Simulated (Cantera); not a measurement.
Feed: 1 mol Si₃N₄, 0.9 mol Cl₂, 2.2 mol N₂, 5.4 mol NF₃, equilibrated at 13.3 mbar.

Equilibrium computed with Cantera from the NASA thermochemical tables; the gas is ideal and each condensed phase is pure. Candidate condensed phases: Si, Si₃N₄; 24 gas species. Equilibrium is a limit: real reactors are often held back by kinetics, nucleation or transport.

Problem. At 1223 K, list the 5 most abundant gas species with their mole fractions, and the condensed phases.

Solution. N₂ 0.489, SiF₄ 0.213, F 0.169, ClF 0.126, F₂ 0.00106. Condensed: gas only.
